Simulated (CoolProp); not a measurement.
n-pentane at 358.78 K and 7.45 MPa is throttled through a valve to 2.07 MPa with no heat exchange. Each further row changes one setting.

The numbers come from the reference Helmholtz-energy equation of state, Thol 2019 in CoolProp.

```json
[
 {"case": "as stated", "temperature change (K)": "+1.1", "final density (kg/m³)": "558"},
 {"case": "outlet pressure 0.621 MPa", "temperature change (K)": "+1.3", "final density (kg/m³)": "554"},
 {"case": "outlet pressure 2.69 MPa", "temperature change (K)": "+1.0", "final density (kg/m³)": "560"}
]
```
